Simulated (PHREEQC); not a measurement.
Acid mine or pickling water

Synthetic water in mg/L, 25 °C, pH 3.46, pe 10.1: Na 2240; K 262; Ca 49.2; Mg 364; Cl 1540; S(6) as SO4 13700; Al 1.92.

Valence states are taken as typed.

Computed with PHREEQC (ion-association model, phreeqc.dat).

Precipitation was switched off in this run.

Problem. What ionic strength, charge-balance error does the model give?

Solution. ionic strength 0.326 mol/kgw; charge-balance error -48.2 %.

Problem. In which forms is K present?

Solution. K+ 84 %, KSO4- 16 % of the K.

Complexes and solids missing from the database can't appear.
